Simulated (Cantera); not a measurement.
A perfectly stirred reactor is fed with 7.23 % CH₄, 0.304 % C₂H₆, 19.4 % O₂, 73.1 % N₂, equivalence ratio 0.80, at 5.00 bar; it is adiabatic with a 525 K inlet, and is followed from long to short residence time, starting on the burning branch (τ in s: 0.26, 0.12, 0.052, 0.023, 0.01, 0.0046, 0.0021, 0.00093, 0.00042, 0.00019, 8.4e-05).

Computed with Cantera and GRI-Mech 3.0 (53 species, 325 reactions).

Question: Predict: blow-out, bracketed by the residence times tried; x(CH₄) at τ = 0.260 s; x(C₂H₆) at τ = 0.260 s; x(O₂) at τ = 0.260 s; x(CH₂O) at τ = 0.260 s; x(C₂H₂) at τ = 0.260 s; x(CH₄) at τ = 4.60 ms; x(C₂H₆) at τ = 4.60 ms; x(O₂) at τ = 4.60 ms; x(CH₂O) at τ = 4.60 ms; x(C₂H₂) at τ = 4.60 ms.

Answer: 
```
Property                                                                          Result
------------------------------------------------  --------------------------------------
blow-out, bracketed by the residence times tried  burning at 84.0 µs, the shortest tried
x(CH₄) at τ = 0.260 s                                                            4.41e-7
x(C₂H₆) at τ = 0.260 s                                                           2.52e-9
x(O₂) at τ = 0.260 s                                                              0.0371
x(CH₂O) at τ = 0.260 s                                                           6.77e-8
x(C₂H₂) at τ = 0.260 s                                                           1.15e-8
x(CH₄) at τ = 4.60 ms                                                            1.77e-5
x(C₂H₆) at τ = 4.60 ms                                                           1.22e-7
x(O₂) at τ = 4.60 ms                                                              0.0387
x(CH₂O) at τ = 4.60 ms                                                           2.89e-6
x(C₂H₂) at τ = 4.60 ms                                                           4.12e-7
```
